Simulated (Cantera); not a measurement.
**Stirred combustor or abatement burner**

A perfectly stirred reactor is fed with CH4 : O2 : N2 = 1 : 1.18 : 4.42 (molar parts), at 578 Torr; it is adiabatic with a 698 K inlet, and is followed from long to short residence time, starting on the burning branch (τ in s: 0.029, 0.012, 0.0048, 0.0019, 0.00078, 0.00032, 0.00013, 5.2e-05, 2.1e-05).

Model: GRI-Mech 3.0 (53 species, 325 reactions), integrated in Cantera.

| τ (s) | T (K) | x CH4 | x O2 | x HCO | x HCN | x H | x N2O | x CH3 |
|---|---|---|---|---|---|---|---|---|
| 0.029 | 2057 | 0.00136 | 0.000330 | 2.56e-7 | 0.000183 | 0.00145 | 3.60e-8 | 0.000332 |
| 0.012 | 2055 | 0.00200 | 0.000689 | 5.14e-7 | 0.000249 | 0.00165 | 4.16e-8 | 0.000561 |
| 0.0048 | 2049 | 0.00281 | 0.00145 | 1.09e-6 | 0.000275 | 0.00191 | 3.74e-8 | 0.000915 |
| 0.0019 | 2034 | 0.00396 | 0.00309 | 2.38e-6 | 0.000239 | 0.00219 | 2.60e-8 | 0.00146 |
| 0.00078 | 1998 | 0.00608 | 0.00685 | 5.05e-6 | 0.000149 | 0.00232 | 1.41e-8 | 0.00230 |
| 0.00032 | 698 | 0.152 | 0.179 | <1e-12 | <1e-12 | <1e-12 | <1e-12 | <1e-12 |
| 0.00013 | 698 | 0.152 | 0.179 | <1e-12 | <1e-12 | <1e-12 | <1e-12 | <1e-12 |
| 5.2e-5 | 698 | 0.152 | 0.179 | <1e-12 | <1e-12 | <1e-12 | <1e-12 | <1e-12 |
| 2.1e-5 | 698 | 0.152 | 0.179 | <1e-12 | <1e-12 | <1e-12 | <1e-12 | <1e-12 |
x: mole fraction; the columns are a selection and need not sum to one.
